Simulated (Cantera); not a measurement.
## Adiabatic ignition

An adiabatic, constant-pressure homogeneous reactor starts with 5.46 % CH4, 5.18 % CO, 18.8 % O2, 70.4 % N2, 0.191 % H2O, equivalence ratio 0.72, at 1000 K and 1130 Torr.

Computed with Cantera and GRI-Mech 3.0 (53 species, 325 reactions).

```csv
t (s),T (K),x CH4,x CO,x O2,x CH2,x HCN,x HO2,x NO
4.00e-6,1000,0.0546,0.0518,0.188,<1e-12,<1e-12,3.03e-11,<1e-12
1.73e-5,1000,0.0546,0.0518,0.188,<1e-12,<1e-12,1.40e-10,<1e-12
7.46e-5,1000,0.0546,0.0518,0.188,<1e-12,<1e-12,6.06e-10,<1e-12
0.000322,1000,0.0546,0.0518,0.188,<1e-12,<1e-12,2.40e-9,<1e-12
0.00139,1000,0.0546,0.0518,0.188,<1e-12,<1e-12,7.50e-9,<1e-12
0.00600,1000,0.0546,0.0518,0.188,<1e-12,<1e-12,1.80e-8,<1e-12
0.0259,1000,0.0546,0.0518,0.188,<1e-12,<1e-12,3.38e-8,<1e-12
0.112,1000,0.0545,0.0518,0.188,<1e-12,<1e-12,6.61e-8,<1e-12
0.483,1003,0.0543,0.0518,0.187,<1e-12,<1e-12,3.09e-7,<1e-12
2.08,2396,<1e-12,0.00758,0.0513,<1e-12,9.55e-12,4.31e-6,0.00896
9.00,2396,<1e-12,0.00758,0.0513,<1e-12,9.55e-12,4.31e-6,0.00896
```
x: mole fraction; the columns are a selection and need not sum to one.

The time of steepest temperature rise is 1.03 s. The temperature at 9.00 s comes out as 2396 K and the equilibrium temperature is 2396 K. The x(CH4) at 9.00 s comes out as <1e-12 (gas-phase equilibrium <1e-12), the x(CO) at 9.00 s comes out as 0.00758 (gas-phase equilibrium 0.00758) and the x(O2) at 9.00 s is 0.0513 (gas-phase equilibrium 0.0513).
